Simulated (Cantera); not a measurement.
A perfectly stirred reactor is fed with H2 : O2 : N2 = 1.4 : 1 : 3.7 (molar parts), at 0.133 bar; it is held at 948 K, and followed from long to short residence time.

Model: GRI-Mech 3.0 (53 species, 325 reactions), integrated in Cantera. Radical loss at walls, strong at low pressure, is not modelled. Below about 950 K walls govern HO2 and H2O2 in real vessels. The temperature is held fixed by assumption; the heat of reaction is taken as removed at once.

Task: Predict: x(H2) at τ = 4.50 s; x(O2) at τ = 4.50 s; x(OH) at τ = 4.50 s; x(HO2) at τ = 4.50 s; x(H2) at τ = 98.0 ms; x(O2) at τ = 98.0 ms; x(OH) at τ = 98.0 ms; x(HO2) at τ = 98.0 ms.

Result: 
| Property | Result |
|---|---|
| x(H2) at τ = 4.50 s | 0.00127 |
| x(O2) at τ = 4.50 s | 0.0561 |
| x(OH) at τ = 4.50 s | 2.69e-5 |
| x(HO2) at τ = 4.50 s | 1.04e-5 |
| x(H2) at τ = 98.0 ms | 0.00853 |
| x(O2) at τ = 98.0 ms | 0.0595 |
| x(OH) at τ = 98.0 ms | 0.000172 |
| x(HO2) at τ = 98.0 ms | 1.82e-5 |
